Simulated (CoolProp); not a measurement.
Vapour-liquid equilibrium of CH2F2 (R32) (1) + R1234yf (2) at -100.65 °C; x and y are mole fractions of (1).

The numbers come from the multi-fluid Helmholtz-energy mixture model, Tillner-Roth 1997 and Lemmon 2022; pair parameters Bell 2023 in CoolProp.

Problem. Give the bubble pressure and the first vapour's composition at x = 0.275, 0.35, 0.875. Is there an azeotrope?

Solution. x = 0.275: 0.002409 MPa, y = 0.719; x = 0.35: 0.002675 MPa, y = 0.765; x = 0.875: 0.003507 MPa, y = 0.921. No azeotrope shows between x = 0.05 and 0.95.

The pair parameters rest on a limited set of measurements; away from them the model extrapolates.
